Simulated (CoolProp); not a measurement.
Properties of carbon dioxide along the isotherm 221.6 K.

Values from CoolProp's reference Helmholtz-energy equation of state, Span 1996.

```
p (MPa)   phase        Z  cv (kJ/(kg K))  viscosity (µPa s)  Prandtl number
-------  ------  -------  --------------  -----------------  --------------
0.233       gas   0.9683          0.5945               11.2           0.814
0.342       gas   0.9527          0.6069               11.2           0.836
0.503       gas   0.9287          0.6263               11.2           0.872
0.738    liquid  0.01519          0.9677                233            2.68
1.08     liquid  0.02221          0.9682                234            2.68
1.59     liquid  0.03267          0.9688                235            2.68
2.33     liquid  0.04781          0.9697                236            2.68
3.42     liquid  0.07003          0.9710                239            2.68
5.03     liquid   0.1027          0.9729                242            2.68
7.38     liquid   0.1500          0.9755                247            2.68
10.8     liquid   0.2183          0.9790                253            2.69
15.9     liquid   0.3188          0.9838                263            2.70
```

Viscosity comes from a separate model (Laesecke 2017). Thermal conductivity comes from a separate model (Huber 2016).
